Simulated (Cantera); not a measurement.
Feed: 1 mol Si, 3.3 mol HCl, 50 mol H2, equilibrated at 1573.15 K and 0.000550 bar.

Method: chemical equilibrium by Gibbs-energy minimisation in Cantera with the NASA 1993 tables (ideal gas, pure condensed phases). Candidate condensed phases: Si; 19 gas species. The tables' values for SiCl, SiCl3 are old estimates; treat these amounts as uncertain. Equilibrium is a limit: real reactors are often held back by kinetics, nucleation or transport.

**Question.** What is the equilibrium state?

**Answer.** 
```
Property        Value
----------  ---------
x(H2)           0.944
x(HCl)         0.0463
x(SiCl2)      0.00769
x(H)          0.00169
x(Si)        0.000100
x(Cl)         6.58e-5
x(SiCl)       4.52e-5
x(SiCl3)      1.37e-5
x(SiH)        5.50e-6
n(Si(s))    0.581 mol
gas amount  53.35 mol
```
